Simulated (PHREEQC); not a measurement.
0.5 mol of CdF2 (CdF2) is brought to equilibrium with 1 kg of water holding 0.03 mol NaOH, at 25 °C under several pressures of CO2. O2 is buffered at 0.21 atm. The run lets CdF2, Cd(OH)2, Otavite, Nahcolite, Natron precipitate or redissolve, and no other solid.

The numbers come from PHREEQC with the ion-association model, wateq4f.dat.

```
log pCO2 (atm)    pH  dissolved Cd (mol/kgw)  dissolved F (mol/kgw)
--------------  ----  ----------------------  ---------------------
-5              6.31                   0.214                  0.459
-4.5            6.06                   0.214                  0.459
-4              5.81                   0.214                  0.460
-3.5            5.56                   0.215                  0.461
-3              5.31                   0.215                  0.463
-2.5            5.06                   0.215                  0.466
-2              4.81                   0.216                      …
-1.5            4.56                       …                      …
-1              4.30                       …                      …
-0.5            4.05                       …                  0.537
0               3.78                   0.234                  0.600
```

**Question.** Fill in the missing entries.

**Answer.** 
- -2, dissolved F (mol/kgw): 0.472
- -1.5, dissolved Cd (mol/kgw): 0.218
- -1.5, dissolved F (mol/kgw): 0.483
- -1, dissolved Cd (mol/kgw): 0.221
- -1, dissolved F (mol/kgw): 0.502
- -0.5, dissolved Cd (mol/kgw): 0.226
